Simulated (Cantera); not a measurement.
Feed: 1 mol (CH₃)₂SiCl₂, 0.77 mol C₂H₄, 2.6 mol H₂, at 2473.15 K and 13300 Pa.

Equilibrium computed with Cantera from the NASA thermochemical tables; the gas is ideal and each condensed phase is pure. Candidate condensed phases: C, C₆H₆, C₇H₈, C₈H₁₈, Si, SiC; 109 gas species. The feed counts by its element totals alone. The tables' values for SiCl, SiCl₃ are old estimates; treat these amounts as uncertain. Gases not in the tables: Si₂H₆ and higher silanes. Equilibrium is a limit: real reactors are often held back by kinetics, nucleation or transport.

Base state: H₂ 0.713, HCl 0.189, H 0.0516, SiCl₂ 0.0170, Cl 0.00970, C₂H₂ (acetylene) 0.00688, Si 0.00653, SiCl 0.00250 (mole fractions); condensed: C(graphite) + SiC(s).

Q: What changes in the equilibrium state with this change: H₂ from 2.6 to 190 mol?

A: 
```csv
species,before,after
H₂,0.713,0.919
H,0.0516,0.0586
HCl,0.189,0.00937
SiCl₂,0.0170,1.64e-5
Si,0.00653,0.00331
SiCl₃,8.42e-5,3.55e-9
SiCl,0.00250,5.53e-5
Cl,0.00970,0.000423
C₂HCl,2.00e-5,8.75e-7
"C(graphite), mol",2.64,0
"SiC(s), mol",0.744,0
```
The tables' values for SiCl are old estimates; treat these amounts as uncertain.

Q: What changes in the equilibrium state with this change: pressure from 13300 Pa to 1000 Pa?

A: 
```json
[
 {"species": "H₂", "before": "0.713", "after": "0.555"},
 {"species": "H", "before": "0.0516", "after": "0.166"},
 {"species": "HCl", "before": "0.189", "after": "0.147"},
 {"species": "Si", "before": "0.00653", "after": "0.0593"},
 {"species": "SiC₂", "before": "0.00157", "after": "0.0142"},
 {"species": "Cl", "before": "0.00970", "after": "0.0311"},
 {"species": "SiCl₂", "before": "0.0170", "after": "0.00893"},
 {"species": "CH₄", "before": "1.06e-5", "after": "4.84e-7"},
 {"species": "C₃", "before": "2.44e-6", "after": "3.26e-5"},
 {"species": "C(graphite), mol", "before": "2.64", "after": "3.09"},
 {"species": "SiC(s), mol", "before": "0.744", "after": "0"}
]
```
